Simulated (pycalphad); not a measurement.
Sn-Zr solution, phase liquid, at 1600 K; mixing quantities and activities refer to the pure elements in the same phase at that temperature, stable or not. Over part of the range this solution is metastable.

Source of the numbers: pycalphad with the COST 507 light-alloy database (1999); pressure 1 atm. The database dates from 1999; later assessments differ in places, in temperatures and in the compounds included.

The enthalpy of mixing at x = 0.5 is -11.38 kJ/mol.

**Question.** Take a regular solution with Ω = 4 ΔH(0.5). How do its activities of Zr, and those of an ideal solution, compare with the assessed ones?

**Answer.** Ω = -45.5 kJ/mol, a = x exp[Ω(1 − x)²/RT].

```
x(Zr)  ideal   regular  assessed  assessed / regular
-----  -----  --------  --------  ------------------
0.02    0.02  0.000748   6.03e-7             0.00081
0.05    0.05   0.00228   1.65e-6             0.00073
0.1      0.1   0.00626   4.37e-6             0.00070
0.2      0.2    0.0224   2.26e-5              0.0010
0.3      0.3    0.0561  0.000126              0.0022
0.4      0.4     0.117  0.000764              0.0065
0.5      0.5     0.213   0.00459               0.022
0.6      0.6     0.347    0.0245               0.071
0.7      0.7     0.514     0.105                0.20
0.8      0.8     0.698     0.332                0.48
0.9      0.9     0.870     0.716                0.82
0.95    0.95     0.942     0.897                0.95
0.98    0.98     0.979     0.971                0.99
```
The regular model is symmetric and has no excess entropy; the assessment has an excess entropy of 23.9 J/(mol K) at x = 0.5, and ΔH = -21.88 at x = 0.2 against -6.52 kJ/mol at 0.8.
